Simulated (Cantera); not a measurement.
What does this Cantera script print?

```python
import numpy as np
import cantera as ct

gas_names = [...]  # 87 gases of nasa_gas.yaml made of C, H, Si
cond_names = """
    C(gr) C6H6(L) C7H8(L) C8H18(L),n-octa Si(cr) Si(L) SiC(b)
""".split()


# ... load() reads the species with a 1 bar reference pressure and builds the phases ...
atoms = {
    'SiC': {'Si': 1, 'C': 1},
    'Si': {'Si': 1},
    'H2': {'H': 2},
}
top_T = {'C(gr)': 4500, 'SiC(b)': 3050}  # K; cautious upper limits of use, not melting points


# ... equilibrate(T, P, feed) seeds the gas with the atoms and calls Mixture.equilibrate('TP', solver="vcs", rtol=1e-11, max_steps=5000) ...
results = []
feed = {'SiC': 1, 'Si': 0.0046, 'H2': 4.7}  # mol
T = 2425  # K
P = 10000  # Pa
mix = equilibrate(T, P, feed)
results.append((T, P, feed, dict(zip(mix.species_names, mix.species_moles))))
x = sorted(zip(gas.X, gas.species_names), reverse=True)
print(f"T = {T:g} K  P = {P:g} Pa  gas = {mix.phase_moles(0):.4g} mol")
print("   x: " + "  ".join(f"{s} {v:.3e}" for v, s in x if v > 1e-06))
print("   condensed (mol): " + ("  ".join(f"{mix.phase(i).name} {mix.phase_moles(i):.4g}"
      for i in range(1, mix.n_phases) if mix.phase_moles(i) > 1e-12) or "none"))
```

It prints:

```
T = 2425 K  P = 10000 Pa  gas = 4.879 mol
   x: H2 9.316e-01  H 5.463e-02  Si 7.424e-03  C2H2,acetylene 3.729e-03  Si2C 8.697e-04  SiC2 7.898e-04  SiH 6.733e-04  SiH2 2.011e-04  Si2 4.929e-05  C2H 1.332e-05  CH3 1.134e-05  CH4 1.057e-05  C4H2 6.149e-06  Si3 2.446e-06  C2H2,vinylidene 2.237e-06  SiC 1.643e-06  CH2 1.345e-06
   condensed (mol): SiC(b) 0.9512
```

These are equilibrium values from Cantera (NASA tables, ideal gas, pure condensed phases), not measurements of a reactor. Gases not in the tables: Si2H6 and higher silanes.
